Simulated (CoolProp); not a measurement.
A Linde-Hampson liquefier for carbon monoxide: isothermal reversible compression at 280 K from 1 atm to 30 MPa, throttling to 1 atm, return gas leaving the recuperator 2 K below the feed. Each further row changes one setting.

Values from CoolProp's reference Helmholtz-energy equation of state, Lemmon 2006. It is a short technical equation, of lower accuracy than the large ones.

```json
[
 {"case": "as stated", "liquid yield per pass": "[?]", "compression work (kJ/kg of gas)": "472"},
 {"case": "high pressure 60 MPa", "liquid yield per pass": "[?]", "compression work (kJ/kg of gas)": "546"},
 {"case": "warm-end temperature 310 K", "liquid yield per pass": "[?]", "compression work (kJ/kg of gas)": "[?]"},
 {"case": "warm-end gap 7 K", "liquid yield per pass": "0.108", "compression work (kJ/kg of gas)": "472"}
]
```

Question: Fill in the missing entries.

Answer: 
- as stated, liquid yield per pass: 0.119
- high pressure 60 MPa, liquid yield per pass: 0.110
- warm-end temperature 310 K, liquid yield per pass: 0.088
- warm-end temperature 310 K, compression work (kJ/kg of gas): 527
